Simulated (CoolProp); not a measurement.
Vapour-liquid equilibrium of methanol (1) + toluene (2) at 83.15 °C; x and y are mole fractions of (1).

Computed with CoolProp (multi-fluid Helmholtz-energy mixture model, de Reuck 1993 and Lemmon 2006; pair parameters Bell 2016).

```json
[
 {"x": "0.05", "bubble pressure (kPa)": "98.98", "y at the bubble point": "0.565", "dew pressure at overall composition x (kPa)": "45.76", "liquid density (mol/L)": "9.021"},
 {"x": "0.125", "bubble pressure (kPa)": "145.4", "y at the bubble point": "0.711", "dew pressure at overall composition x (kPa)": "50.01", "liquid density (mol/L)": "9.455"},
 {"x": "0.2", "bubble pressure (kPa)": "167.3", "y at the bubble point": "0.753", "dew pressure at overall composition x (kPa)": "54.75", "liquid density (mol/L)": "9.940"},
 {"x": "0.275", "bubble pressure (kPa)": "177.2", "y at the bubble point": "0.771", "dew pressure at overall composition x (kPa)": "60.30", "liquid density (mol/L)": "10.49"},
 {"x": "0.35", "bubble pressure (kPa)": "181.7", "y at the bubble point": "0.779", "dew pressure at overall composition x (kPa)": "67.06", "liquid density (mol/L)": "11.10"},
 {"x": "0.425", "bubble pressure (kPa)": "184.0", "y at the bubble point": "0.784", "dew pressure at overall composition x (kPa)": "75.55", "liquid density (mol/L)": "11.80"},
 {"x": "0.5", "bubble pressure (kPa)": "186.0", "y at the bubble point": "0.789", "dew pressure at overall composition x (kPa)": "86.51", "liquid density (mol/L)": "12.61"},
 {"x": "0.575", "bubble pressure (kPa)": "188.2", "y at the bubble point": "0.796", "dew pressure at overall composition x (kPa)": "101.2", "liquid density (mol/L)": "13.53"},
 {"x": "0.65", "bubble pressure (kPa)": "191.1", "y at the bubble point": "0.808", "dew pressure at overall composition x (kPa)": "121.8", "liquid density (mol/L)": "14.61"},
 {"x": "0.725", "bubble pressure (kPa)": "194.4", "y at the bubble point": "0.826", "dew pressure at overall composition x (kPa)": "152.2", "liquid density (mol/L)": "15.86"},
 {"x": "0.8", "bubble pressure (kPa)": "197.8", "y at the bubble point": "0.855", "dew pressure at overall composition x (kPa)": "189.3", "liquid density (mol/L)": "17.32"},
 {"x": "0.875", "bubble pressure (kPa)": "200.7", "y at the bubble point": "0.896", "dew pressure at overall composition x (kPa)": "199.5", "liquid density (mol/L)": "19.06"},
 {"x": "0.95", "bubble pressure (kPa)": "202.3", "y at the bubble point": "0.952", "dew pressure at overall composition x (kPa)": "202.3", "liquid density (mol/L)": "21.14"}
]
```

No azeotrope shows between x = 0.05 and 0.95.

The pair parameters rest on a limited set of measurements; away from them the model extrapolates. With so large a gap from Raoult's law the liquid may split in two, which this calculation doesn't test in full.
